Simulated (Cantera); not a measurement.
Cantera run, input and output.

```python
import numpy as np
import cantera as ct

gas = ct.Solution("gri30.yaml")
gas.TPX = 1398, 410, {'H2': 0.14, 'O2': 1}
reactor = ct.IdealGasConstPressureReactor(gas, energy="off", clone=False)
net = ct.ReactorNet([reactor])
net.rtol, net.atol = 1e-08, 1e-18
show = ['H2', 'O2', 'HO2', 'H', 'H2O2', 'O', 'OH']
times = np.geomspace(9e-06, 100, 9)

steps = ct.SolutionArray(gas, extra=["t"])
rows = []
print(f"{'t/s':>10s}{'T/K':>9s}{'P/Pa':>11s}" + "".join(f"{s:>11s}" for s in show))
for t in times:
    while net.time < t:
        t_next = net.step()
        steps.append(gas.state, t=t_next)
    rows.append([np.interp(t, steps.t, y) for y in (steps.T, steps.P, *steps(*show).X.T)])
    print(f"{t:10.3e}{rows[-1][0]:9.1f}{rows[-1][1]:11.4g}" + "".join(f"{x:11.3e}" for x in rows[-1][2:]))
rate = np.gradient(steps.T, steps.t)
print("integrator steps:", len(steps.t))
if steps.T.max() > steps.T[0] + 200:
    print(f"time of steepest temperature rise: {steps.t[rate.argmax()]:.4e} s")
gas.TPX = 1398, 410, {'H2': 0.14, 'O2': 1}
gas.equilibrate("TP")
print(f"equilibrium (TP): T = {gas.T:.1f} K  " + "  ".join(f"{s} {gas[s].X[0]:.3e}" for s in show))
```

Output:

```
       t/s      T/K       P/Pa         H2         O2        HO2          H       H2O2          O         OH
 9.000e-06   1398.0        410  1.228e-01  8.772e-01  6.781e-09  6.401e-09  4.199e-13  3.987e-10  3.937e-10
 6.839e-05   1398.0        410  1.228e-01  8.772e-01  5.150e-08  4.010e-08  2.408e-11  1.760e-08  1.616e-08
 5.196e-04   1398.0        410  1.228e-01  8.772e-01  3.901e-07  1.341e-06  1.325e-09  1.502e-06  1.210e-06
 3.948e-03   1398.0        410  4.464e-03  7.868e-01  1.225e-06  2.728e-02  4.147e-08  7.043e-02  1.254e-02
 3.000e-02   1398.0        410  4.045e-03  7.923e-01  1.223e-06  2.432e-02  4.087e-08  6.605e-02  1.204e-02
 2.280e-01   1398.0        410  2.545e-03  8.244e-01  1.167e-06  1.101e-02  4.037e-08  3.846e-02  9.742e-03
 1.732e+00   1398.0        410  2.237e-04  8.648e-01  4.029e-07  2.601e-04  1.681e-08  3.140e-03  2.957e-03
 1.316e+01   1398.0        410  6.821e-06  8.688e-01  5.195e-08  1.371e-06  2.357e-09  9.490e-05  5.180e-04
 1.000e+02   1398.0        410  9.940e-07  8.691e-01  7.380e-08  7.632e-08  8.676e-10  1.383e-05  1.979e-04
integrator steps: 1526
equilibrium (TP): T = 1398.0 K  H2 9.660e-07  O2 8.691e-01  HO2 7.463e-08  H 7.312e-08  H2O2 8.612e-10  O 1.344e-05  OH 1.951e-04
```

Model: GRI-Mech 3.0 (53 species, 325 reactions), integrated in Cantera. Radical loss at walls, strong at low pressure, is not modelled. The temperature is held fixed by assumption; the heat of reaction is taken as removed at once.
